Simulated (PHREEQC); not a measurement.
Solution (70 °C): 4.3 mmol/kgw HCl, 2.2 mmol/kgw FeSO4 and 0.62 mmol/kgw MgSO4. Closed to the air; pH follows from the charge balance.

The numbers come from PHREEQC with the ion-association model, phreeqc.dat.

No solid was allowed to form.

Problem. Order these Fe species by the share of Fe that they hold, largest first: FeSO4, Fe+2, FeCl+, FeHSO4+.

Solution. Fe+2 (83 %), FeSO4 (16 %), FeHSO4+ (0.57 %), FeCl+ (0.31 %)

Problem. Order these S species by the share of S that they hold, largest first: FeHSO4+, MgSO4, SO4-2, HSO4-, FeSO4.

Solution. SO4-2 (49 %), HSO4- (32 %), FeSO4 (13 %), MgSO4 (5.7 %), FeHSO4+ (0.44 %)

The pH is 2.52 and the ionic strength 0.0116 mol/kgw. Away from 25 °C the constants follow the database's enthalpies or fits; those with neither stay at their 25 °C values.
